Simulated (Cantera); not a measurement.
Gas mixture: H2O = 0.81 (molar parts), at 0.138 atm, frozen composition.

Cantera's kinetic-theory transport with the Lennard-Jones parameters of GRI-Mech 3.0, ideal gas; thermal conductivity in the multicomponent form. Polar gases are described roughly by these parameters.

D: mixture-averaged diffusion coefficient of that species in the mixture.

| T (K) | ρ (kg/m³) | cp (J/kg/K) | μ (µPa s) | λ (mW/m/K) | Pr | D (cm²/s) H2 | D (cm²/s) H | D (cm²/s) NH3 |
|---|---|---|---|---|---|---|---|---|
| 400 | 0.0758 | 1902 | 14.0 | 36.8 | 0.722 | 10.5 | 16.4 | 2.54 |
| 650 | 0.0467 | 2049 | 23.4 | 67.1 | 0.714 | 24.8 | 40.8 | 6.84 |
| 900 | 0.0337 | 2220 | (withheld) | (withheld) | 0.713 | (withheld) | (withheld) | (withheld) |
| 1150 | 0.0264 | 2401 | 41.5 | 140 | 0.715 | 65.8 | 112 | 20.8 |
| 1400 | 0.0217 | 2565 | 50.0 | 179 | 0.716 | 91.5 | 157 | 30.0 |
| 1650 | 0.0184 | 2708 | 58.0 | 219 | 0.718 | 120 | 208 | 40.6 |
| 1900 | 0.0160 | 2830 | (withheld) | (withheld) | 0.719 | (withheld) | (withheld) | (withheld) |
| 2150 | 0.0141 | 2931 | 72.7 | 296 | 0.720 | 187 | 324 | 65.2 |

**Question.** Complete the blanks.

**Answer.** 
- 900, μ (µPa s): 32.6
- 900, λ (mW/m/K): 102
- 900, D (cm²/s) H2: 43.4
- 900, D (cm²/s) H: 73.0
- 900, D (cm²/s) NH3: 13.0
- 1900, μ (µPa s): 65.6
- 1900, λ (mW/m/K): 258
- 1900, D (cm²/s) H2: 152
- 1900, D (cm²/s) H: 264
- 1900, D (cm²/s) NH3: 52.3
